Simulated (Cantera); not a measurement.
Cantera with NASA thermochemical tables; ideal gases at 1 bar, condensed phases pure. Values are per mole of reaction as written; species without (g) are pure solids or liquids, kept so even where they would boil at 1 bar.

2 B + O₂(g) = B₂O₂(g)

```
T (K)  ΔH° (kJ)  ΔS° (J/K)  ΔG° (kJ)  log10 K
-----  --------  ---------  --------  -------
300           …          …         …        …
1375          …          …         …        …
1425          …          …         …        …
1475     -462.2       20.3    -492.1    17.42
1525          …          …         …        …
1575     -463.1       19.6    -494.0    16.38
```

### Question
Complete the blanks.

### Answer

- 300, ΔH° (kJ): -456.0
- 300, ΔS° (J/K): 25.8
- 300, ΔG° (kJ): -463.8
- 300, log10 K: 80.75
- 1375, ΔH° (kJ): -461.3
- 1375, ΔS° (J/K): 20.9
- 1375, ΔG° (kJ): -490.0
- 1375, log10 K: 18.61
- 1425, ΔH° (kJ): -461.7
- 1425, ΔS° (J/K): 20.6
- 1425, ΔG° (kJ): -491.0
- 1425, log10 K: 18.00
- 1525, ΔH° (kJ): -462.6
- 1525, ΔS° (J/K): 19.9
- 1525, ΔG° (kJ): -493.1
- 1525, log10 K: 16.89
